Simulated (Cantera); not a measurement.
Charge: 1 mol Cu₂O, 5.2 mol CH₄, 0.013 mol CO, equilibrated at 600 °C and 2.10 bar.

Equilibrium computed with Cantera from the NASA thermochemical tables; the gas is ideal and each condensed phase is pure. Candidate condensed phases: C, C₆H₆, C₇H₈, C₈H₁₈, Cu, CuO, Cu(OH)₂, Cu₂O, H₂O; 113 gas species. Kinetics and transport are ignored.

Problem. What is the equilibrium state?

Solution. 
| Quantity | Result |
|---|---|
| x(H₂) | 0.573 |
| x(CH₄) | 0.309 |
| x(H₂O) | 0.0917 |
| x(CO) | 0.0180 |
| x(CO₂) | 0.00766 |
| x(C₂H₆) | 8.26e-6 |
| n(C(graphite)) | 2.50 mol |
| n(Cu(s)) | 2.00 mol |
| gas amount | 8.102 mol |
| log10 activity of Cu(OH)₂(s) (absent) | -11.70 |
